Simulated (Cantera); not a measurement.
Hydrogen reduction and annealing atmospheres: FeS + H2 + N2

Feed: 1 mol FeS, 0.3 mol H2, 0.84 mol N2, equilibrated at 13.3 mbar.

Cantera equilibrium calculation (NASA polynomials, part measured and part estimated; ideal gas, pure solids and liquids). Candidate condensed phases: Fe, FeS, FeS2, S; 16 gas species. Metal and sulfide melt together well below either melting point, which pure phases cannot show. Mutual solubility and eutectic melting of coexisting phases are not modelled. FeS: taken at fixed stoichiometry. Gases not in the tables: S3 to S7. Equilibrium is a limit: real reactors are often held back by kinetics, nucleation or transport.

From 1225 K to 1425 K the condensed part is Fe(γ) + FeS(s). From 1475 K to 1625 K the condensed part is Fe(γ) + FeS(l). At 1675 K the condensed part is Fe(δ) + FeS(l).

| T (K) | log p N2 | log p H2 | log p S2 | log p H2S | log p SH | log p H | n Fe(γ) | n FeS(s) | n FeS(l) | n Fe(δ) |
|---|---|---|---|---|---|---|---|---|---|---|
| 1225 | -2.01 | -2.46 | -7.16 | -4.77 | -7.18 | -7.73 | 0.00147 | 0.999 | 0 | 0 |
| 1275 | -2.01 | -2.46 | -6.64 | -4.66 | -6.79 | -7.36 | 0.00193 | 0.998 | 0 | 0 |
| 1325 | -2.01 | -2.46 | -6.15 | -4.56 | -6.44 | -7.02 | 0.00253 | 0.997 | 0 | 0 |
| 1375 | -2.01 | -2.46 | -5.70 | -4.46 | -6.11 | -6.69 | 0.00335 | 0.997 | 0 | 0 |
| 1425 | -2.01 | -2.46 | -5.29 | -4.38 | -5.80 | -6.40 | 0.00461 | 0.995 | 0 | 0 |
| 1475 | -2.01 | -2.46 | -4.92 | -4.31 | -5.53 | -6.12 | 0.00652 | 0 | 0.993 | 0 |
| 1525 | -2.01 | -2.46 | -4.64 | -4.27 | -5.30 | -5.86 | 0.00897 | 0 | 0.991 | 0 |
| 1575 | -2.01 | -2.46 | -4.37 | -4.24 | -5.08 | -5.61 | 0.0130 | 0 | 0.987 | 0 |
| 1625 | -2.01 | -2.47 | -4.12 | -4.21 | -4.89 | -5.38 | 0.0195 | 0 | 0.980 | 0 |
| 1675 | -2.01 | -2.47 | -3.89 | -4.18 | -4.70 | -5.17 | 0 | 0 | 0.970 | 0.0298 |
log p: log10 of the partial pressure in bar; n: condensed amount in mol.
